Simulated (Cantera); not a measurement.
Feed: 1 mol TiO2, 21 mol H2, at 2.50 bar.

Equilibrium computed with Cantera from the NASA thermochemical tables; the gas is ideal and each condensed phase is pure. Candidate condensed phases: H2O, Ti, TiO, TiO2, Ti2O3, Ti3O5, Ti4O7; 12 gas species. Mutual solubility and eutectic melting of coexisting phases are not modelled. Condensed phases not in the tables: Magnéli phases beyond Ti4O7. Gases not in the tables: TiO(OH)2. Kinetics and transport are ignored.

x: gas mole fraction; n: condensed amount in mol.

```csv
T (K),x H2,x H2O,x H,x OH,x TiO2,x TiO,n TiO2(rutile),n Ti4O7(s),n Ti3O5(s)
1248,0.998,0.00178,2.95e-7,5.37e-12,<1e-12,<1e-12,0.851,0.0374,0
1298,0.997,0.00293,6.77e-7,2.57e-11,<1e-12,<1e-12,0.754,0.0615,0
1348,0.995,0.00465,1.46e-6,1.10e-10,<1e-12,<1e-12,0.609,0.0977,0
1398,0.993,?,?,?,<1e-12,<1e-12,?,?,0
1448,0.989,0.0107,5.80e-6,1.49e-9,<1e-12,<1e-12,0.102,0.224,0
1498,0.988,0.0119,1.08e-5,3.69e-9,<1e-12,<1e-12,0,0.250,0
1548,0.988,0.0119,1.94e-5,7.79e-9,1.59e-12,<1e-12,0,0.250,0
1598,0.988,0.0119,3.35e-5,1.57e-8,6.52e-12,1.41e-12,0,0.250,0
1648,0.986,0.0137,5.59e-5,3.50e-8,2.54e-11,6.11e-12,0,0.134,0.154
1698,0.984,0.0159,9.07e-5,7.52e-8,8.99e-11,2.36e-11,0,0,0.333
1748,0.984,0.0159,0.000143,1.35e-7,2.81e-10,9.20e-11,0,0,0.333
1798,0.984,0.0159,?,?,?,?,0,0,0.333
1848,0.984,0.0159,0.000333,3.95e-7,2.27e-9,1.11e-9,0,0,0.333
1898,0.984,0.0159,0.000490,6.47e-7,5.92e-9,3.50e-9,0,0,0.333
```

**Question.** What belongs in the gaps?

**Answer.** 
- 1798, x H: 0.000221
- 1798, x OH: 2.34e-7
- 1798, x TiO2: 8.24e-10
- 1798, x TiO: 3.32e-10
- 1398, x H2O: 0.00715
- 1398, x H: 2.98e-6
- 1398, x OH: 4.24e-10
- 1398, n TiO2(rutile): 0.399
- 1398, n Ti4O7(s): 0.150
